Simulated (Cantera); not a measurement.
Cantera run:

```python
import numpy as np
import cantera as ct

gas_names = [...]  # 113 gases of nasa_gas.yaml made of C, Cu, H, O
cond_names = """
    C(gr) C6H6(L) C7H8(L) C8H18(L),n-octa Cu(cr) Cu(L) CuO(s) CuO2H2(s) Cu2O(s) Cu2O(L) H2O(s) H2O(L)
""".split()


# ... load() reads the species with a 1 bar reference pressure and builds the phases ...
atoms = {
    'CuO': {'Cu': 1, 'O': 1},
    'CO': {'C': 1, 'O': 1},
    'CH4': {'C': 1, 'H': 4},
}
top_T = {'C(gr)': 4500, 'CuO(s)': 1390}  # K; cautious upper limits of use, not melting points


# ... equilibrate(T, P, feed) seeds the gas with the atoms and calls Mixture.equilibrate('TP', solver="vcs", rtol=1e-11, max_steps=5000) ...
results = []
feed = {'CuO': 1, 'CO': 6.9, 'CH4': 3.9}  # mol
T = 1275  # K
P = 100000  # Pa
mix = equilibrate(T, P, feed)
results.append((T, P, feed, dict(zip(mix.species_names, mix.species_moles))))
x = sorted(zip(gas.X, gas.species_names), reverse=True)
print(f"T = {T:g} K  P = {P:g} Pa  gas = {mix.phase_moles(0):.4g} mol")
print("   x: " + "  ".join(f"{s} {v:.3e}" for v, s in x if v > 0.0001))
print("   condensed (mol): " + ("  ".join(f"{mix.phase(i).name} {mix.phase_moles(i):.4g}"
      for i in range(1, mix.n_phases) if mix.phase_moles(i) > 1e-12) or "none"))
```

It prints:

```
T = 1275 K  P = 100000 Pa  gas = 15.59 mol
   x: CO 5.003e-01  H2 4.929e-01  H2O 2.875e-03  CH4 2.251e-03  CO2 1.754e-03
   condensed (mol): C(gr) 2.937  Cu(cr) 1
```

Method: chemical equilibrium by Gibbs-energy minimisation in Cantera with the NASA 1993 tables (ideal gas, pure condensed phases).
